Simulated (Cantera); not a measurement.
Thermodynamics of thermal oxidation and active oxidation of silicon, feed Si + CO₂ + N₂

Feed: 1 mol Si, a varied amount of CO₂, 9.6 mol N₂, equilibrated at 1223 K and 220000 Pa.

Equilibrium computed with Cantera from the NASA thermochemical tables; the gas is ideal and each condensed phase is pure. Candidate condensed phases: C, Si, SiC, SiO₂, Si₂N₂O, Si₃N₄; 34 gas species. N₂ is the only nitrogen source here; it is nearly inert below about 1500 K, so the nitride shown seldom forms there in practice. Mutual solubility and eutectic melting of coexisting phases are not modelled. The tables hold silica as quartz up to 1696 K and as liquid above; real silica turns to tridymite and cristobalite and melts near 1996 K. Kinetics and transport are ignored.

| n(CO₂) (mol) | x N₂ | x CO | x CO₂ | n C(graphite) | n Si₂N₂O(s) | n Si₃N₄(s) | n SiO₂(β-quartz) |
|---|---|---|---|---|---|---|---|
| 0.081 | 1.00 | 1.36e-7 | <1e-12 | 0.0810 | 0.162 | 0.225 | 0 |
| 0.18 | 1.00 | 1.36e-7 | <1e-12 | 0.180 | 0.360 | 0.0933 | 0 |
| 0.28 | 0.993 | 0.00655 | 1.30e-6 | 0.220 | 0.500 | 0 | 0 |
| 0.38 | 0.989 | 0.0109 | 3.58e-6 | 0.279 | 0.447 | 0 | 0.106 |
| 0.48 | 0.989 | 0.0109 | 3.58e-6 | 0.379 | 0.380 | 0 | 0.239 |
| 0.58 | 0.989 | 0.0109 | 3.58e-6 | 0.478 | 0.314 | 0 | 0.372 |
| 0.68 | 0.989 | 0.0109 | 3.58e-6 | 0.577 | 0.248 | 0 | 0.505 |
| 0.78 | 0.989 | 0.0109 | 3.58e-6 | 0.676 | 0.181 | 0 | 0.638 |
| 0.88 | 0.989 | 0.0109 | 3.58e-6 | 0.776 | 0.115 | 0 | 0.770 |
| 0.98 | 0.989 | 0.0109 | 3.58e-6 | 0.875 | 0.0484 | 0 | 0.903 |
x: gas mole fraction; n: condensed amount in mol.

From 0.081 mol CO₂ to 0.18 mol CO₂ the condensed part is C(graphite) + Si₂N₂O(s) + Si₃N₄(s). At 0.28 mol CO₂ the condensed part is C(graphite) + Si₂N₂O(s). From 0.38 mol CO₂ to 0.98 mol CO₂ the condensed part is C(graphite) + SiO₂(β-quartz) + Si₂N₂O(s).
